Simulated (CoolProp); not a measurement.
Aqueous ethylene glycol as a coolant, at -12 °C, 1 atm.

Values from CoolProp's Melinder's fits for secondary coolants.

```csv
mass %,freezing point (°C),conductivity (W/(m K)),cp (kJ/(kg K)),density (kg/m³),Prandtl number
30.1,-14.7,0.434,3.618,1048,59.5
34.5,-18.4,0.419,3.514,1056,69.4
38.9,-22.7,0.404,3.408,1063,80.9
43.4,-27.6,0.390,3.297,1070,94.8
47.8,-33.1,0.376,3.188,1076,111
52.2,-39.1,0.363,3.080,1083,130
```
